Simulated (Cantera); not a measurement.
An isothermal, constant-pressure homogeneous reactor starts with 7.69 % H₂, 5.13 % O₂, 87.2 % N₂, at 1050 K and 0.880 bar.

Cantera simulation using GRI-Mech 3.0 (53 species, 325 reactions); the numbers are that mechanism's predictions, not measurements. The temperature is held fixed by assumption; the heat of reaction is taken as removed at once.

One state of this run: x H₂ = 1.30e-5; x O₂ = 0.0133; x OH = 6.16e-7; x HO₂ = 3.81e-7; x NO = 5.17e-7; x NO₂ = 5.23e-7. x: mole fraction; the columns are a selection and need not sum to one.

Which value of t (s) does it belong to?
(A) 0.000648
(B) 6.00e-5
(C) 0.00143
(D) 0.167

D, 0.167
